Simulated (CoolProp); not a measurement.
Vapour-liquid equilibrium of CH2F2 (R32) (1) + R1234yf (2) at 315.5 K; x and y are mole fractions of (1).

Values from CoolProp's multi-fluid Helmholtz-energy mixture model, Tillner-Roth 1997 and Lemmon 2022; pair parameters Bell 2023.

```json
[
 {"x": "0.05", "bubble pressure, mixture model (bar)": "11.81", "bubble pressure, Raoult's law (bar)": "11.58", "y, mixture model": "0.109", "y, Raoult's law": "0.113"},
 {"x": "0.2", "bubble pressure, mixture model (bar)": "?", "bubble pressure, Raoult's law (bar)": "13.89", "y, mixture model": "0.356", "y, Raoult's law": "0.378"},
 {"x": "0.35", "bubble pressure, mixture model (bar)": "17.54", "bubble pressure, Raoult's law (bar)": "16.21", "y, mixture model": "?", "y, Raoult's law": "0.567"},
 {"x": "0.5", "bubble pressure, mixture model (bar)": "?", "bubble pressure, Raoult's law (bar)": "18.52", "y, mixture model": "0.651", "y, Raoult's law": "0.708"},
 {"x": "0.65", "bubble pressure, mixture model (bar)": "?", "bubble pressure, Raoult's law (bar)": "20.83", "y, mixture model": "0.757", "y, Raoult's law": "0.818"},
 {"x": "0.8", "bubble pressure, mixture model (bar)": "24.13", "bubble pressure, Raoult's law (bar)": "23.15", "y, mixture model": "0.856", "y, Raoult's law": "0.907"},
 {"x": "0.95", "bubble pressure, mixture model (bar)": "25.77", "bubble pressure, Raoult's law (bar)": "25.46", "y, mixture model": "0.961", "y, Raoult's law": "0.979"}
]
```

Complete the blanks.


- 0.2, bubble pressure, mixture model (bar): 14.78
- 0.35, y, mixture model: 0.525
- 0.5, bubble pressure, mixture model (bar): 20.01
- 0.65, bubble pressure, mixture model (bar): 22.20

The largest gap from Raoult's law is +8.2 % in bubble pressure, at x = 0.35. No azeotrope shows between x = 0.05 and 0.95.

The pair parameters rest on a limited set of measurements; away from them the model extrapolates.
